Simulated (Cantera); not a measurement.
Charge: 1 mol FeCl₃, a varied amount of H₂, at 675 °C and 1.00 Torr.

Cantera equilibrium calculation (NASA polynomials, part measured and part estimated; ideal gas, pure solids and liquids). Candidate condensed phases: Fe, FeCl₂, FeCl₃; 11 gas species. Kinetics and transport are ignored.

At 130 mol H₂, list the 3 most abundant gas species with their mole fractions, and the condensed phases.

H₂ 0.977, HCl 0.0227, FeCl₂ 7.04e-5. Condensed: Fe(α).
